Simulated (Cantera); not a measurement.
NO annealing gas

A perfectly stirred reactor is fed with 29.4 % NO, 70.6 % N2, at 0.860 bar; it is held at 1948 K, and followed from long to short residence time.

Model: GRI-Mech 3.0 (53 species, 325 reactions), integrated in Cantera.

| τ (s) | x NO | x O2 | x N2O | x NO2 | x O | x N2 |
|---|---|---|---|---|---|---|
| 5.9 | 0.0895 | 0.102 | 3.69e-6 | 0.000109 | 0.000155 | 0.808 |
| 1.9 | 0.158 | 0.0677 | 1.11e-5 | 0.000159 | 0.000128 | 0.774 |
| 0.59 | 0.229 | 0.0326 | 2.34e-5 | 0.000164 | 9.27e-5 | 0.739 |
| 0.19 | 0.269 | 0.0123 | 3.28e-5 | 0.000129 | 6.34e-5 | 0.718 |
| 0.059 | 0.286 | 0.00392 | 3.71e-5 | 9.72e-5 | 4.57e-5 | 0.710 |
| 0.019 | 0.291 | 0.00122 | 3.78e-5 | 8.03e-5 | 3.77e-5 | 0.707 |
| 0.0058 | 0.293 | 0.000323 | 3.55e-5 | 6.89e-5 | 3.25e-5 | 0.706 |
| 0.0018 | 0.294 | 6.51e-5 | 2.90e-5 | 5.22e-5 | 2.53e-5 | 0.706 |
x: mole fraction; the columns are a selection and need not sum to one.
